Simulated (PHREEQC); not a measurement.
A solution holds 3.8 mmol/kgw H2SO4, 72 mmol/kgw CuSO4 and 1.1 mmol/kgw MnSO4, at 93 °C. Closed to the air; pH follows from the charge balance.

The numbers come from PHREEQC with the ion-association model, phreeqc.dat.

Precipitation was switched off in this run.

What pH, ionic strength does the model give?

pH 3.08; ionic strength 0.153 mol/kgw.

In which forms is Cu present?

Cu+2 53 %, CuSO4 47 % of the Cu.

Species that the database lacks are ignored. At this temperature some constants are extrapolated from 25 °C, and those without enthalpy data are left unchanged.
